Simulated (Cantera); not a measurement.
What does this Cantera script print?

```python
import numpy as np
import cantera as ct

gas = ct.Solution("gri30.yaml")
gas.TPX = 1373, 160000, {'CH4': 1, 'H2': 0.29, 'O2': 2.6, 'N2': 15.4}
reactor = ct.IdealGasConstPressureReactor(gas, energy="on", clone=False)
net = ct.ReactorNet([reactor])
net.rtol, net.atol = 1e-08, 1e-16
show = ['CH4', 'H2', 'O2', 'NO', 'N2O', 'C2H6', 'CO2']
times = np.geomspace(3e-06, 1, 12)

steps = ct.SolutionArray(gas, extra=["t"])
rows = []
print(f"{'t/s':>10s}{'T/K':>9s}{'P/Pa':>11s}" + "".join(f"{s:>11s}" for s in show))
for t in times:
    while net.time < t:
        t_next = net.step()
        steps.append(gas.state, t=t_next)
    rows.append([np.interp(t, steps.t, y) for y in (steps.T, steps.P, *steps(*show).X.T)])
    print(f"{t:10.3e}{rows[-1][0]:9.1f}{rows[-1][1]:11.4g}" + "".join(f"{x:11.3e}" for x in rows[-1][2:]))
rate = np.gradient(steps.T, steps.t)
print("integrator steps:", len(steps.t))
if steps.T.max() > steps.T[0] + 200:
    print(f"time of steepest temperature rise: {steps.t[rate.argmax()]:.4e} s")
gas.TPX = 1373, 160000, {'CH4': 1, 'H2': 0.29, 'O2': 2.6, 'N2': 15.4}
gas.equilibrate("HP")
print(f"equilibrium (HP): T = {gas.T:.1f} K  " + "  ".join(f"{s} {gas[s].X[0]:.3e}" for s in show))
```

Result:

```
       t/s      T/K       P/Pa        CH4         H2         O2         NO        N2O       C2H6        CO2
 3.000e-06   1373.0    1.6e+05  5.184e-02  1.503e-02  1.348e-01  5.275e-18  2.271e-14  1.148e-13  7.639e-15
 9.532e-06   1373.0    1.6e+05  5.184e-02  1.503e-02  1.348e-01  3.394e-17  1.511e-13  5.687e-12  1.793e-13
 3.029e-05   1373.0    1.6e+05  5.184e-02  1.503e-02  1.348e-01  2.230e-16  1.228e-12  2.991e-10  5.433e-12
 9.624e-05   1373.0    1.6e+05  5.183e-02  1.503e-02  1.348e-01  2.965e-15  1.213e-11  3.745e-08  5.336e-10
 3.058e-04   1374.2    1.6e+05  5.150e-02  1.494e-02  1.346e-01  4.427e-13  2.437e-10  5.538e-05  8.353e-07
 9.717e-04   1518.2    1.6e+05  3.194e-02  1.881e-02  1.160e-01  8.530e-10  1.614e-08  1.182e-03  4.316e-04
 3.087e-03   2444.7    1.6e+05  7.703e-18  2.542e-03  2.536e-02  8.514e-04  4.530e-07  8.610e-34  4.562e-02
 9.810e-03   2441.1    1.6e+05  7.839e-18  2.545e-03  2.440e-02  2.888e-03  4.547e-07  8.840e-34  4.563e-02
 3.117e-02   2435.7    1.6e+05  8.045e-18  2.553e-03  2.301e-02  5.841e-03  4.690e-07  9.188e-34  4.564e-02
 9.905e-02   2434.1    1.6e+05  8.112e-18  2.556e-03  2.259e-02  6.742e-03  4.758e-07  9.301e-34  4.564e-02
 3.147e-01   2434.1    1.6e+05  8.113e-18  2.556e-03  2.258e-02  6.750e-03  4.758e-07  9.302e-34  4.564e-02
 1.000e+00   2434.1    1.6e+05  8.113e-18  2.556e-03  2.258e-02  6.750e-03  4.758e-07  9.302e-34  4.564e-02
integrator steps: 2015
time of steepest temperature rise: 1.0227e-03 s
equilibrium (HP): T = 2434.1 K  CH4 1.118e-17  H2 2.556e-03  O2 2.258e-02  NO 6.750e-03  N2O 4.758e-07  C2H6 1.494e-33  CO2 4.564e-02
```

Computed with Cantera and GRI-Mech 3.0 (53 species, 325 reactions).
